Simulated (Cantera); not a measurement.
Input (Python, Cantera) and output of one run.

```python
import numpy as np
import cantera as ct

gas_names = """
    CL CL2 H HCL H2 N NH NH2 NH3 N2 N2H2 N2H4 Si SiCL SiCL2 SiCL3 SiCL4 SiH SiHCL3 SiH2 SiH2CL2 SiH3
    SiH3CL SiH4 SiN Si2 Si2N Si3
""".split()
cond_names = """
    NH4CL(a) NH4CL(b) Si(cr) Si(L) Si3N4(a)
""".split()


# ... load() reads the species with a 1 bar reference pressure and builds the phases ...
atoms = {
    'SiCl4': {'Si': 1, 'CL': 4},
    'HCl': {'H': 1, 'CL': 1},
    'N2': {'N': 2},
}
top_T = {'Si3N4(a)': 2400}  # K; cautious upper limits of use, not melting points


# ... equilibrate(T, P, feed) seeds the gas with the atoms and calls Mixture.equilibrate('TP', solver="vcs", rtol=1e-11, max_steps=5000) ...
results = []
feed = {'SiCl4': 1, 'HCl': 0.23, 'N2': 170}  # mol
T = 825  # K
P = 5900  # Pa
mix = equilibrate(T, P, feed)
results.append((T, P, feed, dict(zip(mix.species_names, mix.species_moles))))
print(gas.report(threshold=0.001))
for i in range(1, mix.n_phases):
    print(f"{mix.phase(i).name:16s} {mix.phase_moles(i):12.5e} mol")
```

Output:

```
       temperature   825 K
          pressure   5900 Pa
           density   0.024818 kg/m^3
  mean mol. weight   28.854 kg/kmol
   phase of matter   gas

                          1 kg             1 kmol
                     ---------------   ---------------
          enthalpy        4.1779e+05        1.2055e+07  J
   internal energy        1.8006e+05        5.1953e+06  J
           entropy            8564.6        2.4712e+05  J/K
    Gibbs function        -6.648e+06       -1.9182e+08  J
 heat capacity c_p            1110.2             32034  J/K
 heat capacity c_v            822.06             23720  J/K

                      mass frac. Y      mole frac. X     chem. pot. / RT
                     ---------------   ---------------   ---------------
               HCL         0.0016972         0.0013432           -46.715
                N2           0.96392           0.99282           -27.228
             SiCL4          0.034385         0.0058401           -148.84
     [  +25 minor]         6.613e-09        3.6305e-09

Si(cr)            0.00000e+00 mol
Si3N4(a)          0.00000e+00 mol
```

Method: chemical equilibrium by Gibbs-energy minimisation in Cantera with the NASA 1993 tables (ideal gas, pure condensed phases).
